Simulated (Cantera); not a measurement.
A closed system holds: 1 mol TiCl4, 0.66 mol C3H8, 9.3 mol H2, equilibrated at 160 Pa.

These are equilibrium values from Cantera (NASA tables, ideal gas, pure condensed phases), not measurements of a reactor. Candidate condensed phases: C, C6H6, C7H8, C8H18, Ti, TiC, TiCl2, TiCl3, TiCl4; 96 gas species. The tables' values for TiCl2 are old estimates; treat these amounts as uncertain. TiC: taken at fixed stoichiometry. Kinetics and transport are ignored.

x: gas mole fraction; n: condensed amount in mol.

| T (°C) | x H2 | x HCl | x H | x Cl | x TiCl3 | n C(graphite) | n TiC(s) |
|---|---|---|---|---|---|---|---|
| 1125 | 0.715 | 0.284 | 0.000100 | (withheld) | 0.000791 | 0.992 | 0.988 |
| 1175 | 0.714 | 0.285 | 0.000195 | (withheld) | 0.000643 | 0.990 | 0.990 |
| 1225 | 0.714 | 0.285 | 0.000363 | (withheld) | 0.000529 | 0.988 | 0.992 |
| 1275 | 0.713 | 0.285 | 0.000650 | (withheld) | 0.000441 | 0.986 | 0.993 |
| 1325 | 0.713 | 0.285 | 0.00112 | (withheld) | 0.000370 | 0.985 | 0.994 |
| 1375 | 0.712 | 0.285 | 0.00188 | (withheld) | 0.000314 | 0.984 | 0.995 |
| 1425 | 0.711 | 0.284 | 0.00305 | (withheld) | 0.000269 | 0.984 | 0.995 |
| 1475 | 0.710 | 0.284 | 0.00481 | (withheld) | 0.000231 | 0.983 | 0.995 |
| 1525 | 0.707 | 0.282 | 0.00740 | (withheld) | 0.000200 | 0.981 | 0.995 |
| 1575 | 0.704 | 0.281 | 0.0111 | (withheld) | 0.000173 | 0.980 | 0.995 |

### Question
Complete the blanks.

### Answer

- 1125, x Cl: 3.28e-5
- 1175, x Cl: 6.33e-5
- 1225, x Cl: 0.000117
- 1275, x Cl: 0.000208
- 1325, x Cl: 0.000356
- 1375, x Cl: 0.000590
- 1425, x Cl: 0.000948
- 1475, x Cl: 0.00148
- 1525, x Cl: 0.00226
- 1575, x Cl: 0.00337
